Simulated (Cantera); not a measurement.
Charge: 1 mol SiC, 0.051 mol C, 0.05 mol H₂, held at 1377 °C and 1.00 Pa.

These are equilibrium values from Cantera (NASA tables, ideal gas, pure condensed phases), not measurements of a reactor. Candidate condensed phases: C, C₆H₆, C₇H₈, C₈H₁₈, Si, SiC; 87 gas species. Rates play no part.

### Question
What is the equilibrium state?

### Answer
```json
{
  "x(H₂)": "0.971",
  "x(H)": "0.0283",
  "x(Si)": "0.000333",
  "x(C₂H₂ (acetylene))": "4.43e-5",
  "x(SiH)": "1.89e-6",
  "x(SiC₂)": "1.86e-6",
  "x(Si₂C)": "1.47e-6",
  "n(C(graphite))": "0.0510 mol",
  "n(SiC(s))": "1.000 mol",
  "gas_amount": "0.05074 mol",
  "log10 activity of Si(s) (absent)": "-1.91"
}
```
